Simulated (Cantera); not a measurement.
## Equilibrium for iron carbonyl, mercury and lead vapours: PbO + H₂

Feed: 1 mol PbO, 0.85 mol H₂, held at 7700 Pa.

Cantera equilibrium calculation (NASA polynomials, part measured and part estimated; ideal gas, pure solids and liquids). Candidate condensed phases: H₂O, Pb, PbO, PbO₂, Pb₃O₄; 12 gas species. Each liquid is taken as pure. Mutual solubility and eutectic melting of coexisting phases are not modelled. Gases not in the tables: (PbO)n polymers. The numbers say what is thermodynamically allowed, not how fast it happens.

```
T (K)  log p H₂O  log p Pb  log p PbO  log p H₂  log p Pb₂  n Pb(l)  n PbO(l)
-----  ---------  --------  ---------  --------  ---------  -------  --------
1225       -1.12     -3.03      -3.95     -4.58      -7.35    0.839     0.149
1250       -1.12     -2.87      -3.74     -4.53      -7.09    0.835     0.148
1275       -1.13     -2.72      -3.54     -4.49      -6.84    0.828     0.147
1300       -1.13     -2.58      -3.35     -4.45      -6.60    0.819     0.145
1325       -1.14     -2.44      -3.16     -4.41      -6.37    0.807     0.142
1350       -1.15     -2.31      -2.98     -4.37      -6.15    0.791     0.138
1375       -1.16     -2.18      -2.81     -4.34      -5.94    0.768     0.132
```
log p: log10 of the partial pressure in bar; n: condensed amount in mol.

From 1225 K to 1375 K the condensed part is Pb(l) + PbO(l). The share of Pb in condensed phases is highest at 1225 K (98.8 %) and lowest at 1375 K (90.0 %).
